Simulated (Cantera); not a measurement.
A Cantera script and its output.

```python
import numpy as np
import cantera as ct

gas = ct.Solution("gri30.yaml")
gas.TPX = 523, 540000, {'CH3OH': 1, 'O2': 2.59, 'N2': 9.72, 'CO2': 0.075}
inlet = ct.Reservoir(gas, clone=True)
gas.equilibrate("HP")  # start burning
reactor = ct.IdealGasConstPressureReactor(gas, energy="on", clone=False)
exhaust = ct.Reservoir(gas, clone=True)
tau = [0.02, 0.0097, 0.0046, 0.0022, 0.0011, 0.00051, 0.00025, 0.00012, 5.6e-05][0]
for a, b in ((inlet, reactor), (reactor, exhaust)):
    ct.MassFlowController(a, b, mdot=lambda t: reactor.mass / tau)
net = ct.ReactorNet([reactor])
show = ['CH3OH', 'O2', 'H2O2', 'H2O', 'NO', 'CO']

rows = []
print(f"{'tau/s':>10s}{'T/K':>9s}" + "".join(f"{s:>11s}" for s in show))
for tau in [0.02, 0.0097, 0.0046, 0.0022, 0.0011, 0.00051, 0.00025, 0.00012, 5.6e-05]:
    net.initial_time = 0.0
    net.advance(30 * tau)
    before = gas.X
    net.advance(40 * tau)
    drift = np.max(np.abs(gas.X - before) / (gas.X + 1e-9))
    rows.append([gas.T, *gas[show].X, drift])
    print(f"{tau:10.3e}{gas.T:9.1f}" + "".join(f"{x:11.3e}" for x in gas[show].X))
```

Output:

```
     tau/s      T/K      CH3OH         O2       H2O2        H2O         NO         CO
 2.000e-02   1841.8  5.093e-06  7.844e-02  2.090e-07  1.434e-01  1.330e-05  3.749e-04
 9.700e-03   1838.9  8.703e-06  7.851e-02  2.769e-07  1.433e-01  1.099e-05  6.175e-04
 4.600e-03   1834.2  1.487e-05  7.867e-02  3.776e-07  1.431e-01  9.517e-06  1.034e-03
 2.200e-03   1826.9  2.507e-05  7.895e-02  5.175e-07  1.427e-01  8.261e-06  1.726e-03
 1.100e-03   1816.2  4.108e-05  7.942e-02  6.987e-07  1.423e-01  6.910e-06  2.803e-03
 5.100e-04   1797.0  7.269e-05  8.041e-02  9.851e-07  1.417e-01  5.158e-06  4.858e-03
 2.500e-04   1766.1  1.321e-04  8.222e-02  1.410e-06  1.408e-01  3.396e-06  8.377e-03
 1.200e-04    523.0  7.471e-02  1.935e-01  1.024e-18  1.671e-16  1.726e-23  3.680e-17
 5.600e-05    523.0  7.471e-02  1.935e-01  6.032e-21  9.847e-19  1.017e-25  2.169e-19
```

Cantera simulation using GRI-Mech 3.0 (53 species, 325 reactions); the numbers are that mechanism's predictions, not measurements. GRI-Mech 3.0 was tuned for natural gas; its chemistry of methanol as a main component is partial and can be far from experiment.
